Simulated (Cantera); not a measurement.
An adiabatic, constant-volume homogeneous reactor starts with H2 : O2 : N2 = 1 : 1.28 : 4.82 (molar parts), at 1650 K and 4.24 atm.

Computed with Cantera and GRI-Mech 3.0 (53 species, 325 reactions). The hydrogen kinetics of GRI-Mech 3.0 are dated; newer H2 mechanisms differ, most at raised pressure.

Predict: time of steepest temperature rise; temperature at 0.200 s; equilibrium temperature; x(H2) at 0.200 s; x(O2) at 0.200 s; x(NO2) at 0.200 s; x(N2O) at 0.200 s; x(H2O) at 0.200 s; x(OH) at 0.200 s.


```
Item                                                                 Value
---------------------------------  ---------------------------------------
time of steepest temperature rise                                  2.32 µs
temperature at 0.200 s                                              2664 K
equilibrium temperature                                             2664 K
x(H2) at 0.200 s                   0.00216 (gas-phase equilibrium 0.00216)
x(O2) at 0.200 s                       0.103 (gas-phase equilibrium 0.103)
x(NO2) at 0.200 s                  2.72e-5 (gas-phase equilibrium 2.72e-5)
x(N2O) at 0.200 s                  2.73e-6 (gas-phase equilibrium 2.73e-6)
x(H2O) at 0.200 s                      0.141 (gas-phase equilibrium 0.141)
x(OH) at 0.200 s                     0.0145 (gas-phase equilibrium 0.0145)
```
